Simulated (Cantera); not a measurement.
Feed: 1 mol borazine, 47 mol N₂, at 950 K and 8.25 Torr.

Equilibrium computed with Cantera from the NASA thermochemical tables; the gas is ideal and each condensed phase is pure. Candidate condensed phases: B, BN; 15 gas species. The feed counts by its element totals alone. Kinetics and transport are ignored.

Question: What is the equilibrium state?

Answer: 
| Quantity | Result |
|---|---|
| x(N₂) | 0.940 |
| x(H₂) | 0.0600 |
| n(BN(s)) | 3.00 mol |
| gas amount | 50.00 mol |
| log10 activity of B(s) (absent) | -8.19 |
